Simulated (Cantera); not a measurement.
**Thermodynamics of chemical vapour transport, feed MgO + Cl2 + N2**

Charge: 1 mol MgO, 0.75 mol Cl2, 0.32 mol N2, at 48.0 mbar.

Cantera equilibrium calculation (NASA polynomials, part measured and part estimated; ideal gas, pure solids and liquids). Candidate condensed phases: Mg, MgCl2, MgO; 18 gas species. Rates play no part.

| T (K) | x Cl2 | x MgCl2 | x N2 | x O2 | x Cl | x NO | x ClO | x O | n MgO(s) |
|---|---|---|---|---|---|---|---|---|---|
| 1100 | 0.673 | 0.0170 | 0.296 | 0.00850 | 0.00567 | 1.05e-5 | 5.56e-6 | 1.05e-9 | 0.982 |
| 1175 | 0.633 | 0.0419 | 0.291 | 0.0209 | 0.0131 | 3.09e-5 | 1.72e-5 | 9.65e-9 | 0.954 |
| 1250 | 0.559 | 0.0883 | 0.282 | 0.0441 | 0.0266 | 7.73e-5 | 4.39e-5 | 6.63e-8 | 0.900 |
| 1325 | 0.447 | 0.158 | 0.268 | 0.0789 | 0.0471 | 0.000166 | 9.16e-5 | 3.53e-7 | 0.812 |
| 1400 | 0.315 | 0.240 | 0.252 | 0.120 | 0.0729 | 0.000309 | 0.000155 | 1.49e-6 | 0.696 |
| 1475 | 0.195 | 0.312 | 0.237 | 0.155 | 0.0994 | 0.000510 | 0.000218 | 5.17e-6 | 0.580 |
| 1550 | 0.111 | 0.360 | 0.227 | 0.179 | 0.123 | 0.000768 | 0.000263 | 1.51e-5 | 0.493 |
x: gas mole fraction; n: condensed amount in mol.

From 1100 K to 1550 K the condensed part is MgO(s). The main Mg-bearing gas is MgCl2 throughout. The share of Mg in condensed phases is highest at 1100 K (98.2 %) and lowest at 1550 K (49.3 %).
